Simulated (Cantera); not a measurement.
Input (Python, Cantera) and output of one run.

```python
import numpy as np
import cantera as ct

gas_names = """
    H H2 N NH NH2 NH3 N2 N2H2 N2H4 Si SiH SiH2 SiH3 SiH4 SiN Si2 Si2N Si3
""".split()
cond_names = """
    Si(cr) Si(L) Si3N4(a)
""".split()


# ... load() reads the species with a 1 bar reference pressure and builds the phases ...
atoms = {
    'trisilylamine': {'Si': 3, 'N': 1, 'H': 9},
    'N2': {'N': 2},
}
top_T = {'Si3N4(a)': 2400}  # K; cautious upper limits of use, not melting points


# ... equilibrate(T, P, feed) seeds the gas with the atoms and calls Mixture.equilibrate('TP', solver="vcs", rtol=1e-11, max_steps=5000) ...
results = []
feed = {'trisilylamine': 1, 'N2': 41}  # mol
T = 2025  # K
P = 6100  # Pa
mix = equilibrate(T, P, feed)
results.append((T, P, feed, dict(zip(mix.species_names, mix.species_moles))))
x = sorted(zip(gas.X, gas.species_names), reverse=True)
print(f"T = {T:g} K  P = {P:g} Pa  gas = {mix.phase_moles(0):.4g} mol")
print("   x: " + "  ".join(f"{s} {v:.3e}" for v, s in x if v > 1e-06))
print("   condensed (mol): " + ("  ".join(f"{mix.phase(i).name} {mix.phase_moles(i):.4g}"
      for i in range(1, mix.n_phases) if mix.phase_moles(i) > 1e-12) or "none"))
```

It prints:

```
T = 2025 K  P = 6100 Pa  gas = 46.1 mol
   x: N2 9.001e-01  H2 9.636e-02  H 2.419e-03  Si 9.544e-04  Si2N 7.043e-05  SiN 5.489e-05  SiH 4.685e-05  SiH2 1.177e-05  Si2 1.050e-05  Si3 2.224e-06
   condensed (mol): Si(L) 2.943
```

Method: chemical equilibrium by Gibbs-energy minimisation in Cantera with the NASA 1993 tables (ideal gas, pure condensed phases). The feed counts by its element totals alone. The tables' values for SiN are old estimates; treat these amounts as uncertain. Gases not in the tables: Si2H6 and higher silanes.
